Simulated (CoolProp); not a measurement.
Vapour pressure (MPa) of oxygen: the reference equation beside estimates from Tc = 154.6 K, pc = 5.046 MPa, ω = 0.022.

Computed with CoolProp (reference Helmholtz-energy equation of state, Schmidt 1985).

```csv
T (K),reference,Lee-Kesler,Soave-Redlich-Kwong,Peng-Robinson
100.2,0.2583,___,___,0.2600
102.6,0.3141,0.3134,0.3122,0.3160
105.1,0.3814,0.3809,0.3801,0.3834
107.5,0.4555,0.4553,0.4549,0.4577
109.9,0.5397,0.5397,0.5402,0.5420
112.3,0.6347,0.6351,0.6365,0.6374
114.8,0.7461,0.7467,0.7497,0.7492
117.2,0.8658,0.8666,0.8713,0.8694
119.6,0.9988,0.9996,1.007,1.003
122.1,1.152,___,1.163,1.158
124.5,1.315,1.315,1.329,1.321
126.9,1.494,1.494,1.511,1.501
129.3,1.689,1.688,1.709,1.698
```

**Question.** What belongs in the gaps?

**Answer.** 
- 100.2, Lee-Kesler: 0.2573
- 100.2, Soave-Redlich-Kwong: 0.2560
- 122.1, Lee-Kesler: 1.153

Absolute difference from the reference over all 13 rows, mean and median: Lee-Kesler 0.1 and 0.1 %, Soave-Redlich-Kwong 0.7 and 0.6 %, Peng-Robinson 0.5 and 0.5 %.
